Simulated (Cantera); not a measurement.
A perfectly stirred reactor is fed with CH4 : O2 : N2 : CO2 = 1 : 1.67 : 6.27 : 1.2 (molar parts), equivalence ratio 1.2, at 0.380 bar; it is adiabatic with a 448 K inlet, and is followed from long to short residence time, starting on the burning branch (τ in s: 0.22, 0.076, 0.026, 0.0091, 0.0031, 0.0011, 0.00037, 0.00013, 4.5e-05, 1.5e-05).

Computed with Cantera and GRI-Mech 3.0 (53 species, 325 reactions).

Task: Predict: blow-out, bracketed by the residence times tried; x(CH4) at τ = 0.220 s; x(O2) at τ = 0.220 s; x(CO2) at τ = 0.220 s; x(HCO) at τ = 0.220 s; x(CH4) at τ = 1.10 ms; x(O2) at τ = 1.10 ms; x(CO2) at τ = 1.10 ms; x(HCO) at τ = 1.10 ms; x(C2H6) at τ = 1.10 ms.

Result: 
* **blow-out, bracketed by the residence times tried**: burning at 1.10 ms, out at 0.370 ms
* **x(CH4) at τ = 0.220 s**: 8.98e-6
* **x(O2) at τ = 0.220 s**: 0.000941
* **x(CO2) at τ = 0.220 s**: 0.158
* **x(HCO) at τ = 0.220 s**: 6.01e-8
* **x(CH4) at τ = 1.10 ms**: 0.000463
* **x(O2) at τ = 1.10 ms**: 0.0110
* **x(CO2) at τ = 1.10 ms**: 0.143
* **x(HCO) at τ = 1.10 ms**: 7.31e-6
* **x(C2H6) at τ = 1.10 ms**: 5.80e-8
